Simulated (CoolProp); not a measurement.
p-xylene at 334.74 K and 0.112 MPa flows at 13 m/s in a round tube of 25 mm bore and 0.25 µm roughness, fully developed (64/Re and Nu = 3.66 if laminar; Colebrook and Gnielinski if turbulent). Each further row changes one setting.

The numbers come from the reference Helmholtz-energy equation of state, Zhou 2012 in CoolProp.

| case | Reynolds number | Darcy friction factor | pressure drop (Pa/m) | heat-transfer coefficient (W/(m² K)) | mass flow (kg/h) |
|---|---|---|---|---|---|
| as stated | 656000 | 0.0127 | 35400 | 14000 | 18900 |
| velocity 26 m/s | 1310000 | 0.0114 | 127000 | 25800 | 37900 |
| diameter 50 mm | 1310000 | 0.0113 | 15700 | 12800 | 75800 |

Viscosity comes from a separate model (Balogun 2015). Thermal conductivity comes from a separate model (Mylona 2014).
